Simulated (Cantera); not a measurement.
**Equilibrium for fluorocarbon and chlorocarbon gases: CF4 + H2**

Feed: 1 mol CF4, 0.48 mol H2, held at 22.0 mbar.

These are equilibrium values from Cantera (NASA tables, ideal gas, pure condensed phases), not measurements of a reactor. Candidate condensed phases: C, C6H6, C7H8, C8H18; 95 gas species. Rates play no part.

```tsv
T (K)	log p F	log p HF	log p CF2	log p CF	log p H	log p C3	log p C	log p C2	n C(graphite)
2848	-1.89	-2.24	-2.66	-2.97	-4.71	-4.25	-4.96	-5.25	0.425
2948	-1.87	-2.26	-2.85	-2.86	-4.38	-3.75	-4.51	-4.75	0.409
3048	-1.87	-2.28	-3.06	-2.77	-4.06	-3.29	-4.10	-4.28	0.207
3148	-1.87	-2.31	-3.33	-2.75	-3.77	-3.07	-3.78	-3.98	0
3248	-1.86	-2.34	-3.63	-2.79	-3.50	-3.06	-3.55	-3.83	0
3348	-1.85	-2.37	-3.92	-2.84	-3.25	-3.07	-3.34	-3.70	0
3448	-1.84	-2.43	-4.21	-2.90	-3.04	-3.12	-3.16	-3.60	0
```
log p: log10 of the partial pressure in bar; n: condensed amount in mol.

From 2848 K to 3048 K the condensed part is C(graphite). From 3148 K to 3448 K nothing is condensed. The main C-bearing gas is CF2 at 2848 K and C3 at 3448 K.
